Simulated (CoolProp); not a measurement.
Propylene at 186.31 K and 0.00927 MPa flows at 0.25 m/s in a round tube of 1 mm bore and 1.5 µm roughness, fully developed (64/Re and Nu = 3.66 if laminar; Colebrook and Gnielinski if turbulent). Each further row changes one setting.

Computed with CoolProp (reference Helmholtz-energy equation of state, Lemmon 2013).

```csv
case,Reynolds number,Darcy friction factor,pressure drop (Pa/m),heat-transfer coefficient (W/(m² K)),mass flow (kg/h)
as stated,(withheld),(withheld),42.2,29.2,0.000179
velocity 0.5 m/s,24.0,2.66,84.4,29.2,0.000358
diameter 2 mm,24.0,2.66,(withheld),(withheld),0.000716
```

Task: Fill in the missing entries.

Result: 
- as stated, Reynolds number: 12.0
- as stated, Darcy friction factor: 5.33
- diameter 2 mm, pressure drop (Pa/m): 10.5
- diameter 2 mm, heat-transfer coefficient (W/(m² K)): 14.6

Viscosity comes from a separate model (Huber 2003), an estimate that may be off by 10 % or more. Thermal conductivity comes from a separate model (Huber 2003), an estimate that may be off by 10 % or more.
